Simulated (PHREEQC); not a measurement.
Dissolve 0.02 mol/kgw Na2CO3 at 25 °C. Closed to the air; pH follows from the charge balance.

Model: ion-association model, phreeqc.dat, run in PHREEQC.

pH: 11.07
ionic strength: 0.0496 mol/kgw
specific conductance: 3470 µS/cm
total alkalinity: 40.0 meq/kg

```json
[
 {"species": "Na+", "molality": "0.0355", "activity": "0.0293", "log γ": "-0.083"},
 {"species": "CO3-2", "molality": "0.0141", "activity": "0.00666", "log γ": "-0.326"},
 {"species": "NaCO3-", "molality": "0.00443", "activity": "0.00364", "log γ": "-0.085"},
 {"species": "OH-", "molality": "0.00147", "activity": "0.00119", "log γ": "-0.090"},
 {"species": "HCO3-", "molality": "0.00145", "activity": "0.00120", "log γ": "-0.081"},
 {"species": "NaHCO3", "molality": "1.96e-5", "activity": "1.98e-5", "log γ": "0.005"},
 {"species": "CO2", "molality": "2.27e-8", "activity": "2.29e-8", "log γ": "0.005"}
]
```

This is a speciation only: nothing precipitates in the calculation. Complexes and solids missing from the database can't appear.
